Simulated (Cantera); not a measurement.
Input: 1 mol Al, 0.57 mol I2, 23 mol H2, held at 0.250 bar.

Equilibrium computed with Cantera from the NASA thermochemical tables; the gas is ideal and each condensed phase is pure. Candidate condensed phases: Al, AlI3, I2; 11 gas species. The numbers say what is thermodynamically allowed, not how fast it happens.

x: gas mole fraction; n: condensed amount in mol.

```
T (K)   x H2   x AlI      x AlI3        x HI         x I  n Al(l)
-----  -----  ------  ----------  ----------  ----------  -------
1123   0.959  0.0370     0.00342    0.000236     1.50e-5   0.0300
1148   0.958  0.0389     0.00276    0.000295     2.28e-5        0
1173   0.958  0.0390     0.00269    0.000410     3.82e-5        0
1198   0.958  0.0390     0.00261    0.000557     6.23e-5        0
1223   0.958  0.0392     0.00249    0.000744     9.88e-5        0
1248   0.957  0.0393     0.00235    0.000973    0.000153        0
1273   0.957  0.0395     0.00218  (withheld)  (withheld)        0
1298   0.956  0.0397     0.00197     0.00156    0.000334        0
1323   0.956  0.0399     0.00173     0.00190    0.000472        0
1348   0.956  0.0401     0.00147     0.00225    0.000645        0
1373   0.955  0.0404  (withheld)  (withheld)  (withheld)        0
1398   0.954  0.0406    0.000928     0.00288     0.00108        0
```

**Question.** What belongs in the gaps?

**Answer.** 
- 1373, x AlI3: 0.00119
- 1373, x HI: 0.00258
- 1373, x I: 0.000851
- 1273, x HI: 0.00124
- 1273, x I: 0.000229
